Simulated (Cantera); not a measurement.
## Carbon deposition, reforming and gasification: CH3OH + H2 + H2O

Charge: 1 mol CH3OH, 3.7 mol H2, 0.38 mol H2O, held at 1.00 Torr.

Method: chemical equilibrium by Gibbs-energy minimisation in Cantera with the NASA 1993 tables (ideal gas, pure condensed phases). Candidate condensed phases: C, C6H6, C7H8, C8H18, H2O; 131 gas species. Ions and electrons are included (thermal ionisation). The numbers say what is thermodynamically allowed, not how fast it happens.

From 2227 °C to 4727 °C nothing is condensed. The main C-bearing gas is CO at 2227 °C and C at 4727 °C.

```tsv
T (°C)	x H	x H2	x CO	x O	x C	x H2O
2227	0.441	0.410	0.108	0.00456	6.18e-12	0.0289
2477	0.730	0.152	0.0859	0.0201	1.34e-10	0.00512
2727	0.855	0.0391	0.0769	0.0267	4.87e-9	0.000275
2977	0.887	0.0102	0.0746	0.0278	1.34e-7	1.55e-5
3227	0.895	0.00306	0.0741	0.0280	2.41e-6	1.22e-6
3477	0.897	0.00107	0.0739	0.0281	2.98e-5	1.33e-7
3727	0.897	0.000423	0.0736	0.0283	0.000267	1.91e-8
3977	0.896	0.000186	0.0720	0.0298	0.00175	3.59e-9
4227	0.891	8.85e-5	0.0657	0.0355	0.00758	9.13e-10
4477	0.879	4.49e-5	0.0515	0.0483	0.0207	3.07e-10
4727	0.863	2.40e-5	0.0322	0.0658	0.0385	1.17e-10
```
x: gas mole fraction; nothing condenses.
